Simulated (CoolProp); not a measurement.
Vapour-liquid equilibrium of R125 (1) + dimethyl ether (2) at 0.191 MPa; x and y are mole fractions of (1).

Values from CoolProp's multi-fluid Helmholtz-energy mixture model, Lemmon 2005 and Wu 2011; pair parameters Bell 2016.

| x | bubble temperature, mixture model (K) | bubble temperature, Raoult's law (K) | y, mixture model | y, Raoult's law |
|---|---|---|---|---|
| 0.05 | 263.3 | 261.9 | 0.073 | 0.121 |
| 0.125 | 262.2 | 259.1 | 0.183 | 0.275 |
| 0.2 | 260.9 | 256.6 | 0.293 | 0.401 |
| 0.275 | 259.4 | 254.3 | 0.402 | 0.506 |
| 0.35 | 257.8 | 252.1 | 0.508 | 0.595 |
| 0.425 | 255.9 | 250.2 | 0.608 | 0.670 |
| 0.5 | 253.8 | 248.3 | 0.700 | 0.735 |
| 0.575 | 251.5 | 246.7 | 0.780 | 0.791 |
| 0.65 | 249.1 | 245.1 | 0.848 | 0.839 |
| 0.725 | 246.7 | 243.6 | 0.902 | 0.882 |
| 0.8 | 244.3 | 242.2 | 0.943 | 0.919 |
| 0.875 | 242.1 | 240.9 | 0.972 | 0.953 |
| 0.95 | 240.1 | 239.7 | 0.991 | 0.982 |

The largest gap from Raoult's law is +5.7 K in bubble temperature, at x = 0.425. No azeotrope shows between x = 0.05 and 0.95.

The pair parameters rest on a limited set of measurements; away from them the model extrapolates.
